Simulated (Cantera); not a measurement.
Input (Python, Cantera):

```python
import numpy as np
import cantera as ct

gas = ct.Solution("gri30.yaml")


def delay(T, t_max=10):
    gas.TPX = T, 101325, {'C2H4': 1, 'O2': 4.84, 'N2': 18.2, 'H2O': 1.3}
    reactor = ct.IdealGasConstPressureReactor(gas, clone=False)
    net = ct.ReactorNet([reactor])
    net.rtol, net.atol = 1e-8, 1e-16
    while net.time < t_max:
        t_old, T_old = net.time, reactor.T
        net.step()
        if reactor.T > T + 400:  # ignition: a rise of 400 K
            return t_old + (T + 400 - T_old) / (reactor.T - T_old) * (net.time - t_old)
    return np.nan


taus = []
for T in [1100, 1175, 1250, 1325, 1400]:
    taus.append(delay(T))
    print(f"T0 = {T:6g} K   tau = {taus[-1]:.4e} s")

# d ln(tau) / d ln(k), from doubling and halving each rate constant
T, sens = 1400, []
for i in range(gas.n_reactions):
    gas.set_multiplier(2.0, i)
    up = delay(T)
    gas.set_multiplier(0.5, i)
    down = delay(T)
    gas.set_multiplier(1.0, i)
    sens.append((np.log(up / down) / np.log(4.0), gas.reaction(i).equation))
sens.sort(key=lambda x: -abs(x[0]))
print(f"sensitivities at {T} K")
for s, eq in sens[:10]:
    print(f"{s:8.3f}  {eq}")
```

Output:

```
T0 =   1100 K   tau = 4.9872e-03 s
T0 =   1175 K   tau = 6.4291e-04 s
T0 =   1250 K   tau = 1.7474e-04 s
T0 =   1325 K   tau = 9.0177e-05 s
T0 =   1400 K   tau = 5.7418e-05 s
sensitivities at 1400 K
  -0.516  C2H3 + O2 <=> CH2CHO + O
  -0.497  C2H4 + O <=> CH2CHO + H
  -0.484  H + O2 <=> O + OH
   0.408  C2H4 + O <=> CH3 + HCO
   0.384  C2H3 + O2 <=> CH2O + HCO
  -0.243  C2H4 + OH <=> C2H3 + H2O
   0.163  HCO + O2 <=> CO + HO2
  -0.128  HCO + M <=> CO + H + M
  -0.084  CH2CO + H (+M) <=> CH2CHO (+M)
  -0.061  CH3 + HO2 <=> CH3O + OH
```

Cantera simulation using GRI-Mech 3.0 (53 species, 325 reactions); the numbers are that mechanism's predictions, not measurements. GRI-Mech 3.0 was tuned for natural gas; its chemistry of ethylene as a main component is partial and can be far from experiment.
